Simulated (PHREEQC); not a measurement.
Dissolve 0.0018 mol H3BO3, 0.0024 mol KOH and 0.0015 mol KCl per kg of water at 25 °C. Closed to the air; pH follows from the charge balance.

Equilibrium calculation in PHREEQC: ion-association model, phreeqc.dat.

No solid was allowed to form.

Predict the pH.

pH 10.78.

In which forms is B present?

H2BO3- 97 %, H3BO3 2.6 % of the B.
